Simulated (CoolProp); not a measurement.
Vapour-liquid equilibrium of n-octane (1) + ethylbenzene (2) at 0.132 MPa; x and y are mole fractions of (1).

Values from CoolProp's multi-fluid Helmholtz-energy mixture model, Beckmüller 2019 and Zhou 2012; pair parameters Bell 2016.

| x | bubble temperature, mixture model (K) | bubble temperature, Raoult's law (K) | y, mixture model | y, Raoult's law |
|---|---|---|---|---|
| 0.05 | 418.3 | 418.8 | 0.076 | 0.065 |
| 0.15 | 416.3 | 417.6 | 0.209 | 0.189 |
| 0.25 | 414.6 | 416.4 | 0.324 | 0.306 |
| 0.35 | 413.2 | 415.3 | 0.426 | 0.416 |
| 0.45 | 412.1 | 414.2 | 0.520 | 0.520 |
| 0.55 | 411.1 | 413.1 | 0.608 | 0.618 |
| 0.65 | 410.3 | 412.1 | 0.694 | 0.711 |
| 0.75 | 409.6 | 411.0 | 0.779 | 0.799 |
| 0.85 | 409.1 | 410.0 | 0.865 | 0.883 |
| 0.95 | 408.7 | 409.1 | 0.954 | 0.962 |

The largest gap from Raoult's law is -2.1 K in bubble temperature, at x = 0.45. No azeotrope shows between x = 0.05 and 0.95.

The pair parameters rest on a limited set of measurements; away from them the model extrapolates.
